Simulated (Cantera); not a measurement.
An adiabatic, constant-pressure homogeneous reactor starts with CH4 : H2 : O2 : N2 = 1 : 0.24 : 3.37 : 12.7 (molar parts), equivalence ratio 0.63, at 1373 K and 1.90 bar. Integrator tolerance rtol = 1e-08.

Computed with Cantera and GRI-Mech 3.0 (53 species, 325 reactions).

### Question
What does this change do: pressure from 1.90 bar to 1.01 bar?

### Answer
```
quantity                                                            before                                    after
---------------------------------  ---------------------------------------  ---------------------------------------
time of steepest temperature rise                                 0.639 ms                                  1.03 ms
temperature at 0.700 s                                              2503 K                                   2482 K
equilibrium temperature                                             2503 K                                   2482 K
x(CH4) at 0.700 s                    <1e-12 (gas-phase equilibrium <1e-12)    <1e-12 (gas-phase equilibrium <1e-12)
x(H2) at 0.700 s                   0.00208 (gas-phase equilibrium 0.00208)  0.00254 (gas-phase equilibrium 0.00254)
x(O2) at 0.700 s                     0.0659 (gas-phase equilibrium 0.0659)    0.0663 (gas-phase equilibrium 0.0663)
x(O) at 0.700 s                    0.00275 (gas-phase equilibrium 0.00275)  0.00341 (gas-phase equilibrium 0.00341)
x(CH2CO) at 0.700 s                  <1e-12 (gas-phase equilibrium <1e-12)    <1e-12 (gas-phase equilibrium <1e-12)
x(HCO) at 0.700 s                  1.26e-9 (gas-phase equilibrium 1.26e-9)  1.15e-9 (gas-phase equilibrium 1.15e-9)
```

### Question
What does this change do: pressure from 1.90 bar to 0.720 bar?

### Answer
```
quantity                                                            before                                    after
---------------------------------  ---------------------------------------  ---------------------------------------
time of steepest temperature rise                                 0.639 ms                                  1.34 ms
temperature at 0.700 s                                              2503 K                                   2470 K
equilibrium temperature                                             2503 K                                   2470 K
x(CH4) at 0.700 s                    <1e-12 (gas-phase equilibrium <1e-12)    <1e-12 (gas-phase equilibrium <1e-12)
x(H2) at 0.700 s                   0.00208 (gas-phase equilibrium 0.00208)  0.00282 (gas-phase equilibrium 0.00282)
x(O2) at 0.700 s                     0.0659 (gas-phase equilibrium 0.0659)    0.0665 (gas-phase equilibrium 0.0665)
x(O) at 0.700 s                    0.00275 (gas-phase equilibrium 0.00275)  0.00381 (gas-phase equilibrium 0.00381)
x(CH2CO) at 0.700 s                  <1e-12 (gas-phase equilibrium <1e-12)    <1e-12 (gas-phase equilibrium <1e-12)
x(HCO) at 0.700 s                  1.26e-9 (gas-phase equilibrium 1.26e-9)  1.07e-9 (gas-phase equilibrium 1.07e-9)
```
